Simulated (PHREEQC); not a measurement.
Consider water at 25 °C with 0.021 mol/kgw Pb(NO3)2, 0.0075 mol/kgw NaHCO3 and 6.8e-05 mol/kgw NaCl. Closed to the air; pH follows from the charge balance.

All values are PHREEQC results (ion-association model, phreeqc.dat), not measurements.

```json
[
 {"quantity": "pH", "before": "5.83", "after": "6.50"},
 {"quantity": "ionic strength (mol/kgw)", "before": "0.0524", "after": "0.000634"},
 {"quantity": "CO2 (mol/kgw)", "before": "0.00190", "after": "2.35e-5"},
 {"quantity": "HCO3- (mol/kgw)", "before": "0.000692", "after": "3.37e-5"},
 {"quantity": "Cl- (mol/kgw)", "before": "5.55e-5", "after": "6.76e-7"},
 {"quantity": "NaHCO3 (mol/kgw)", "before": "1.98e-6", "after": "1.35e-9"},
 {"quantity": "SI of Halite (NaCl)", "before": "-8.12", "after": "-11.89"}
]
```

**Question.** Name the change that produced these shifts.
A) Pb(NO3)2 replaced by Fe(NO3)3 at the same molality
B) diluted 10-fold with water
C) temperature from 25 to 15 °C
D) NaHCO3 from 0.0075 to 0.00375 mol/kgw
E) diluted 100-fold with water

**Answer.** E, diluted 100-fold with water

Precipitation was switched off in this run. Some of these states are supersaturated (in Cerussite, Pb(OH)2, for instance).
